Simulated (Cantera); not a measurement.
Charge: 1 mol SiHCl3, 0.051 mol Cl2, 13 mol H2, equilibrated at 0.00133 bar.

These are equilibrium values from Cantera (NASA tables, ideal gas, pure condensed phases), not measurements of a reactor. Candidate condensed phases: Si; 19 gas species. Rates play no part.

Q: What share of the Si ends up in condensed phases as a function of T (°C), at 577, 652, 727, 802, 877, 952, 1027, 1102, 1177?

A: 
```csv
T (°C),Si condensed (%),as
577,23.9,Si(s)
652,28.1,Si(s)
727,33.6,Si(s)
802,37.9,Si(s)
877,38.1,Si(s)
952,35.7,Si(s)
1027,33.4,Si(s)
1102,31.4,Si(s)
1177,29.7,Si(s)
```
